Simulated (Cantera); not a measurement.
**Moist CO burnout**

A perfectly stirred reactor is fed with CO : O₂ : H₂O : N₂ = 0.027 : 0.04 : 0.00068 : 1 (molar parts), equivalence ratio 0.34, at 9.28 atm; it is held at 1350 K, and followed from long to short residence time.

Cantera simulation using GRI-Mech 3.0 (53 species, 325 reactions); the numbers are that mechanism's predictions, not measurements.

```json
[
 {"τ (s)": "0.37", "x CO": "0.000719", "x O₂": "0.0255", "x H₂O": "0.000642", "x O": "5.42e-6", "x H": "6.03e-8", "x OH": "3.32e-6"},
 {"τ (s)": "0.21", "x CO": "0.00112", "x O₂": "0.0257", "x H₂O": "0.000641", "x O": "7.75e-6", "x H": "9.87e-8", "x OH": "3.64e-6"},
 {"τ (s)": "0.12", "x CO": "0.00171", "x O₂": "0.0260", "x H₂O": "0.000640", "x O": "1.09e-5", "x H": "1.59e-7", "x OH": "4.01e-6"},
 {"τ (s)": "0.068", "x CO": "0.00258", "x O₂": "0.0264", "x H₂O": "0.000639", "x O": "1.52e-5", "x H": "2.55e-7", "x OH": "4.42e-6"},
 {"τ (s)": "0.038", "x CO": "0.00387", "x O₂": "0.0270", "x H₂O": "0.000637", "x O": "2.10e-5", "x H": "4.02e-7", "x OH": "4.86e-6"},
 {"τ (s)": "0.022", "x CO": "0.00556", "x O₂": "0.0278", "x H₂O": "0.000635", "x O": "2.76e-5", "x H": "5.96e-7", "x OH": "5.28e-6"},
 {"τ (s)": "0.012", "x CO": "0.00807", "x O₂": "0.0290", "x H₂O": "0.000633", "x O": "3.61e-5", "x H": "8.75e-7", "x OH": "5.68e-6"},
 {"τ (s)": "0.0069", "x CO": "0.0109", "x O₂": "0.0304", "x H₂O": "0.000630", "x O": "4.41e-5", "x H": "1.17e-6", "x OH": "5.95e-6"},
 {"τ (s)": "0.0039", "x CO": "0.0142", "x O₂": "0.0320", "x H₂O": "0.000628", "x O": "5.15e-5", "x H": "1.46e-6", "x OH": "6.10e-6"},
 {"τ (s)": "0.0022", "x CO": "0.0175", "x O₂": "0.0336", "x H₂O": "0.000626", "x O": "5.69e-5", "x H": "1.69e-6", "x OH": "6.07e-6"},
 {"τ (s)": "0.0013", "x CO": "0.0201", "x O₂": "0.0349", "x H₂O": "0.000624", "x O": "5.91e-5", "x H": "1.79e-6", "x OH": "5.88e-6"}
]
```
x: mole fraction; the columns are a selection and need not sum to one.
